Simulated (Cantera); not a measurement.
A freely propagating, adiabatic, planar premixed flame of H2 : O2 : N2 = 1 : 0.667 : 2.51 (molar parts), unburnt at 323 K and 1.01 bar; mixture-averaged transport, grid criteria slope 0.08 and curve 0.16, no radiation.

Detailed kinetics in Cantera: the H2/O2 subset of GRI-Mech 3.0, which has no nitrogen chemistry. Burning velocities carry a grid error of a few per cent, more on coarse grids.

What does this change do: inlet temperature 323 to 600 K?


```json
[
 {"quantity": "laminar burning velocity", "before": "166 cm/s", "after": "578 cm/s"},
 {"quantity": "thermal thickness", "before": "0.341 mm", "after": "0.441 mm"},
 {"quantity": "peak x(O)", "before": "0.00888", "after": "0.0142"},
 {"quantity": "peak x(HO2)", "before": "0.000448", "after": "0.000302"},
 {"quantity": "peak x(H)", "before": "0.0203", "after": "0.0363"}
]
```

What does this change do: N2 2.51 to 3.1 parts?


```json
[
 {"quantity": "laminar burning velocity", "before": "166 cm/s", "after": "106 cm/s"},
 {"quantity": "thermal thickness", "before": "0.341 mm", "after": "0.382 mm"},
 {"quantity": "peak x(O)", "before": "0.00888", "after": "0.00545"},
 {"quantity": "peak x(HO2)", "before": "0.000448", "after": "0.000358"},
 {"quantity": "peak x(H)", "before": "0.0203", "after": "0.0120"}
]
```
